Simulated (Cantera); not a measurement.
Input: 1 mol SiC, 1.2 mol H₂, held at 20.0 Pa.

Equilibrium computed with Cantera from the NASA thermochemical tables; the gas is ideal and each condensed phase is pure. Candidate condensed phases: C, C₆H₆, C₇H₈, C₈H₁₈, Si, SiC; 87 gas species. Gases not in the tables: Si₂H₆ and higher silanes. Kinetics and transport are ignored.

Task: Which condensed phases are stable at each of these points (T (°C)): 1500, 1600, 1700, 1800, 1900, 2000, 2100, 2200, 2300?

Result: 
```json
[
 {"T (°C)": "1500", "condensed phases": "SiC(s)", "Si condensed (%)": "100.0"},
 {"T (°C)": "1600", "condensed phases": "C(graphite) + SiC(s)", "Si condensed (%)": "99.8"},
 {"T (°C)": "1700", "condensed phases": "C(graphite) + SiC(s)", "Si condensed (%)": "98.9"},
 {"T (°C)": "1800", "condensed phases": "C(graphite) + SiC(s)", "Si condensed (%)": "94.5"},
 {"T (°C)": "1900", "condensed phases": "C(graphite) + SiC(s)", "Si condensed (%)": "71.7"},
 {"T (°C)": "2000", "condensed phases": "C(graphite)", "Si condensed (%)": "0.0"},
 {"T (°C)": "2100", "condensed phases": "C(graphite)", "Si condensed (%)": "0.0"},
 {"T (°C)": "2200", "condensed phases": "C(graphite)", "Si condensed (%)": "0.0"},
 {"T (°C)": "2300", "condensed phases": "C(graphite)", "Si condensed (%)": "0.0"}
]
```

At 1500 °C the condensed part is SiC(s). From 1600 °C to 1900 °C the condensed part is C(graphite) + SiC(s). From 2000 °C to 2300 °C the condensed part is C(graphite).
